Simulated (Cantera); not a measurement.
Input: 1 mol MgO, 16 mol CO, held at 2198 K and 100 Torr.

These are equilibrium values from Cantera (NASA tables, ideal gas, pure condensed phases), not measurements of a reactor. Candidate condensed phases: C, Mg, MgCO3, MgO; 15 gas species. Rates play no part.

Base state: CO 0.967, Mg 0.0165, CO2 0.0165 (mole fractions); condensed: MgO(s).

Q: What changes in the equilibrium state with this change: temperature from 2198 K to 1123.15 K?

A: 
| species | before | after |
|---|---|---|
| CO | 0.967 | 0.992 |
| CO2 | 0.0165 | 0.00790 |
| Mg | 0.0165 | <1e-9 |
| MgO(s), mol | 0.732 | 1.00 |
| C(graphite), mol | 0 | 0.125 |
